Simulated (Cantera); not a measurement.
A closed system holds: 1 mol SiO2, 3.2 mol CO, 0.13 mol H2, held at 75.0 Torr.

Method: chemical equilibrium by Gibbs-energy minimisation in Cantera with the NASA 1993 tables (ideal gas, pure condensed phases). Candidate condensed phases: C, C6H6, C7H8, C8H18, H2O, Si, SiC, SiO2; 123 gas species. The tables hold silica as quartz up to 1696 K and as liquid above; real silica turns to tridymite and cristobalite and melts near 1996 K. Equilibrium is a limit: real reactors are often held back by kinetics, nucleation or transport.

### Question
Which condensed phases are stable at each of these points (T (K)): 1548, 1648, 1748, 1848, 1948, 2048, 2148, 2248, 2348, 2448, 2548?

### Answer
```tsv
T (K)	condensed phases	Si condensed (%)
1548	SiO2(β-quartz)	99.9
1648	SiO2(β-quartz)	99.8
1748	SiO2(condensed)	99.5
1848	SiO2(condensed)	98.7
1948	SiO2(condensed)	97.0
2048	SiO2(l)	93.7
2148	SiO2(l)	87.7
2248	SiO2(l)	77.4
2348	SiO2(l)	61.0
2448	SiO2(l)	36.0
2548	gas only	0.0
```

From 1548 K to 1648 K the condensed part is SiO2(β-quartz). From 1748 K to 1948 K the condensed part is SiO2(condensed). From 2048 K to 2448 K the condensed part is SiO2(l). At 2548 K nothing is condensed.
